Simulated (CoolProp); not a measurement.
Vapour-liquid equilibrium of hydrogen sulfide (1) + n-heptane (2) at 339.2 K; x and y are mole fractions of (1).

Model: multi-fluid Helmholtz-energy mixture model, Lemmon 2006 and Span 2003; pair parameters Kunz 2012, in CoolProp.

```csv
x,bubble pressure (bar),y at the bubble point,dew pressure at overall composition x (bar),liquid density (mol/L)
0.05,2.661,0.866,?,6.590
0.2,10.02,0.963,0.4409,7.279
0.35,17.05,?,0.5438,8.306
0.5,23.58,0.984,0.7079,9.768
0.65,30.07,0.988,1.012,11.81
0.8,37.10,0.992,1.776,14.59
0.95,45.41,?,7.295,18.01
```

Q: Fill in the missing entries.

A: 
- 0.05, dew pressure at overall composition x (bar): 0.3703
- 0.35, y at the bubble point: 0.978
- 0.95, y at the bubble point: 0.997

No azeotrope shows between x = 0.05 and 0.95.

Pair parameters are fitted to limited data, so mixtures are less certain than the pure fluids.
